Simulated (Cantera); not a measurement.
# Adiabatic ignition

An adiabatic, constant-volume homogeneous reactor starts with 17.2 % CH₄, 0.670 % CO, 16.5 % O₂, 62.2 % N₂, 3.44 % H₂O, equivalence ratio 2.1, at 1700 K and 0.830 bar.

Computed with Cantera and GRI-Mech 3.0 (53 species, 325 reactions).

```
t (s)     T (K)  P (bar)     x CH₄     x CO      x O₂   x H₂O₂     x HCO
--------  -----  -------  --------  -------  --------  -------  --------
4.00e-6    1700    0.830     0.172  0.00670     0.165  8.99e-8  3.03e-11
1.49e-5    1700    0.830     0.172  0.00670     0.165  3.29e-7  5.18e-10
5.52e-5    1699    0.830     0.171  0.00670     0.165  5.77e-7   2.19e-8
0.000205   1727    0.846     0.159  0.00866     0.159  4.07e-6   2.61e-6
0.000761   2774     1.62  1.28e-11    0.133  0.000173  2.77e-8   5.05e-7
0.00283    2773     1.62  1.29e-11    0.133  0.000172  2.76e-8   5.04e-7
0.0105     2773     1.62  1.29e-11    0.133  0.000172  2.76e-8   5.04e-7
0.0390     2773     1.62  1.29e-11    0.133  0.000172  2.76e-8   5.04e-7
0.145      2773     1.62  1.29e-11    0.133  0.000172  2.76e-8   5.04e-7
0.538      2773     1.62  1.29e-11    0.133  0.000172  2.76e-8   5.04e-7
2.00       2773     1.62  1.29e-11    0.133  0.000172  2.76e-8   5.04e-7
```
x: mole fraction; the columns are a selection and need not sum to one.

time of steepest temperature rise: 0.298 ms
temperature at 2.00 s: 2773 K
equilibrium temperature: 2773 K
x(CH₄) at 2.00 s: 1.29e-11 (gas-phase equilibrium 1.46e-11)
x(CO) at 2.00 s: 0.133 (gas-phase equilibrium 0.133)
x(O₂) at 2.00 s: 0.000172 (gas-phase equilibrium 0.000172)
